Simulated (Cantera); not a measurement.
A freely propagating, adiabatic, planar premixed flame of H₂ : O₂ : N₂ = 1 : 0.455 : 1.71 (molar parts), equivalence ratio 1.1, unburnt at 325 K and 760 Torr; mixture-averaged transport, grid criteria slope 0.08 and curve 0.16, no radiation.

Computed with Cantera and the H2/O2 subset of GRI-Mech 3.0, which has no nitrogen chemistry. Burning velocities carry a grid error of a few per cent, more on coarse grids.

Task: How do the results move with these cheaper or finer settings: unity-Lewis-number transport; multicomponent transport; multicomponent+Soret transport; grid criteria slope 0.5, curve 1; grid criteria slope 0.25, curve 0.5; grid criteria slope 0.03, curve 0.06?

Result: 
```
setting                               laminar burning velocity  thermal thickness  peak x(H₂O₂)  peak x(H)  grid points
------------------------------------  ------------------------  -----------------  ------------  ---------  -----------
as above                                              292 cm/s           0.349 mm      0.000116     0.0520          120
unity-Lewis-number transport                          196 cm/s           0.306 mm       3.17e-5     0.0598          105
multicomponent transport                              286 cm/s           0.346 mm      0.000119     0.0517          120
multicomponent+Soret transport                        264 cm/s           0.338 mm      0.000119     0.0488          121
grid criteria slope 0.5, curve 1                      305 cm/s           0.417 mm       9.24e-5     0.0538           38
grid criteria slope 0.25, curve 0.5                   295 cm/s           0.378 mm      0.000105     0.0517           58
grid criteria slope 0.03, curve 0.06                  290 cm/s           0.342 mm      0.000120     0.0518          263
```
Unity Lewis numbers drop preferential diffusion, which matters most where H2 and H carry the flame; Soret adds thermal diffusion.
